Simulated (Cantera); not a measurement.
A Cantera script and its output.

```python
import numpy as np
import cantera as ct

surf = ct.Interface("ptcombust.yaml", "Pt_surf")
gas = surf.adjacent["gas"]
gas.TPX = 550, 76000, {'H2': 0.015, 'O2': 0.026, 'N2': 0.79, 'H2O': 0.0075}
surf.TP = 550, 76000
reactor = ct.FlowReactor(gas, clone=False)
reactor.area = 0.0001  # m2
reactor.surface_area_to_volume_ratio = 5400  # 1/m
reactor.mass_flow_rate = 2.3 * reactor.area * gas.density  # inlet velocity 2.3 m/s
reactor.energy_enabled = False
wall = ct.ReactorSurface(surf, reactor, clone=False)
net = ct.ReactorNet([reactor])
net.rtol, net.atol = 1e-8, 1e-16
show, cover = ['H2', 'O2', 'H2O'], ['PT(S)', 'H(S)', 'O(S)', 'OH(S)', 'CO(S)', 'C(S)']

rows = []
print(f"{'z/m':>9s}{'u/(m/s)':>9s}" + "".join(f"{s:>13s}" for s in show + cover))
for z in [3.2e-05, 6.1e-05, 0.00012, 0.00023, 0.00044, 0.00085, 0.0016, 0.0032]:
    net.advance(z)
    rows.append([reactor.speed, *gas[show].X, *surf[cover].coverages])
    print(f"{z:9.4g}{rows[-1][0]:9.3g}" + "".join(f"{x:13.4e}" for x in rows[-1][1:]))
```

Output:

```
      z/m  u/(m/s)           H2           O2          H2O        PT(S)         H(S)         O(S)        OH(S)        CO(S)         C(S)
  3.2e-05     2.29   5.5911e-03   2.4996e-02   2.1409e-02   3.4811e-01   1.5271e-07   6.0743e-01   4.3976e-02   3.4592e-23   4.6199e-29
  6.1e-05     2.28   3.3045e-03   2.3878e-02   2.3727e-02   2.1538e-01   4.8455e-08   7.4511e-01   3.9186e-02   2.7661e-23   2.2940e-27
  0.00012     2.28   1.7708e-03   2.3128e-02   2.5281e-02   1.1916e-01   1.3716e-08   8.4900e-01   3.1652e-02   2.4131e-24  -3.6697e-29
  0.00023     2.28   9.3849e-04   2.2721e-02   2.6125e-02   6.4282e-02   4.0403e-09   9.1129e-01   2.4321e-02   7.8260e-24   2.1365e-28
  0.00044     2.28   4.9147e-04   2.2503e-02   2.6578e-02   3.3993e-02   1.2150e-09   9.4782e-01   1.8133e-02   8.2286e-25   4.8824e-29
  0.00085     2.28   2.5373e-04   2.2386e-02   2.6819e-02   1.7647e-02   3.6916e-10   9.6907e-01   1.3249e-02   6.7037e-26  -7.8909e-30
   0.0016     2.28   1.3432e-04   2.2328e-02   2.6940e-02   9.3806e-03   1.2118e-10   9.8087e-01   9.7319e-03  -6.0145e-23  -6.5510e-27
   0.0032     2.28   6.6834e-05   2.2295e-02   2.7008e-02   4.7057e-03   3.7082e-11   9.8836e-01   6.9247e-03   1.4904e-27   1.7665e-30
```

Cantera simulation using Deutschmann's 1995 Pt surface mechanism with GRI-Mech 3.0 gas chemistry; the numbers are that mechanism's predictions, not measurements. Catalytic surfaces can have several steady states; this one follows from the mechanism file's or the stated starting coverage. Mass transfer to the wall is taken as infinitely fast.
